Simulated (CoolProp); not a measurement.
A simple Rankine cycle with n-butane: condensing at 303.15 K, boiler at 3.26 MPa, turbine inlet 430.8 K, turbine efficiency 0.6, pump efficiency 0.8, no recuperator. Each further row changes one setting.

The numbers come from the reference Helmholtz-energy equation of state, Bücker 2006 in CoolProp.

```
case                             thermal efficiency (%)  net work (kJ/kg)  heat in (kJ/kg)  turbine exit temperature (K)  volume ratio over the turbine
-------------------------------  ----------------------  ----------------  ---------------  ----------------------------  -----------------------------
as stated                                          11.2              59.4              531                         362.9                           15.1
turbine inlet 450.8 K                              11.3              66.9              594                         389.6                           13.6
condensing temperature 295.15 K                    12.0              66.2                ?                         358.7                           19.2
boiler pressure 2.28 MPa                           10.2              57.9              569                         381.9                              ?
turbine efficiency 0.5                                ?              48.4              531                         368.3                           15.3
```

Problem. Complete the blanks.

Solution. 
- condensing temperature 295.15 K, heat in (kJ/kg): 550
- boiler pressure 2.28 MPa, volume ratio over the turbine: 8.96
- turbine efficiency 0.5, thermal efficiency (%): 9.1
